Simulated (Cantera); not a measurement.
**Zr + H2O (tantalum, niobium, vanadium and zirconium in process gases)**

Feed: 1 mol Zr, 0.03 mol H2O, equilibrated at 2075 °C.

Cantera equilibrium calculation (NASA polynomials, part measured and part estimated; ideal gas, pure solids and liquids). Candidate condensed phases: H2O, Zr, ZrO2; 12 gas species. Mutual solubility and eutectic melting of coexisting phases are not modelled. Condensed phases not in the tables: N, O or C dissolved in the metal. Kinetics and transport are ignored.

From 0.100 Pa to 1.00 Pa the condensed part is Zr(l). From 10.0 Pa to 10.0 bar the condensed part is Zr(l) + ZrO2(tetragonal). The main Zr-bearing gas is Zr at 0.100 Pa and ZrO at 10.0 bar.

```csv
P (Pa),x H2,x H,x Zr,x ZrO,x ZrO2,x H2O,x O,n Zr(l),n ZrO2(tetragonal)
0.100,0.000837,0.357,0.462,0.179,8.12e-6,1.97e-10,4.16e-6,0.893,0
1,0.0239,0.604,0.0462,0.325,0.000267,1.02e-7,7.55e-6,0.966,0
10,0.257,0.625,0.00462,0.113,0.000322,3.80e-6,2.62e-6,0.982,0.0120
100,0.669,0.319,0.000462,0.0113,3.22e-5,9.90e-6,2.62e-7,0.985,0.0148
1000,0.883,0.116,4.62e-5,0.00113,3.22e-6,1.31e-5,2.62e-8,0.985,0.0150
10000,0.962,0.0383,4.62e-6,0.000113,3.22e-7,1.42e-5,2.62e-9,0.985,0.0150
100000,0.988,0.0123,4.62e-7,1.13e-5,3.22e-8,1.46e-5,2.62e-10,0.985,0.0150
1000000,0.996,0.00390,4.62e-8,1.13e-6,3.22e-9,1.47e-5,2.62e-11,0.985,0.0150
```
x: gas mole fraction; n: condensed amount in mol.
